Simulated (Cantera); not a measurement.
## Premixed flame

A freely propagating, adiabatic, planar premixed flame of 22.2 % CO, 14.9 % H2, 13.2 % O2, 49.7 % N2, equivalence ratio 1.4, unburnt at 350 K and 383 Torr; mixture-averaged transport, grid criteria slope 0.08 and curve 0.16, no radiation.

Model: GRI-Mech 3.0 (53 species, 325 reactions), integrated in Cantera. Burning velocities carry a grid error of a few per cent, more on coarse grids.

```
z (mm)  T (K)  u (m/s)   x CO    x H2     x O2     x HO2    x N2O      x H
------  -----  -------  -----  ------  -------  --------  -------  -------
-3.19     350     1.91  0.222   0.149    0.132     <1e-8    <1e-8    <1e-8
-2.13     350     1.91  0.222   0.149    0.132     <1e-8    <1e-8    <1e-8
-1.60     350     1.91  0.222   0.149    0.132     <1e-8    <1e-8    <1e-8
-1.06     350     1.91  0.222   0.149    0.132   1.64e-8    <1e-8    <1e-8
-0.532    353     1.92  0.223   0.146    0.133   1.70e-5    <1e-8  1.26e-7
-0.266    543     2.91  0.221   0.128    0.129  0.000217    <1e-8  0.00119
0        1024     5.36  0.206  0.0770    0.101   5.10e-5    <1e-8   0.0181
0.266    1366     7.05  0.172  0.0319   0.0516   1.82e-5  2.29e-8   0.0387
0.532    1543     7.85  0.143  0.0240   0.0295   8.50e-6  2.95e-8   0.0440
1.06     1709     8.55  0.120  0.0266   0.0194   4.52e-6  2.62e-8   0.0401
2.13     1856     9.18  0.118  0.0267   0.0157   3.10e-6  2.63e-8   0.0297
4.26     1996     9.78  0.118  0.0249   0.0125   2.11e-6  2.72e-8   0.0198
8.52     2122     10.3  0.115  0.0227  0.00888   1.32e-6  2.78e-8   0.0125
```
x: mole fraction of selected species; z is measured from the peak of heat release.

The laminar burning velocity comes out as 191 cm/s, the thermal thickness comes out as 1.06 mm and the peak x(HO2) comes out as 0.000298. The peak x(H) is 0.0441 and the grid points comes out as 129.
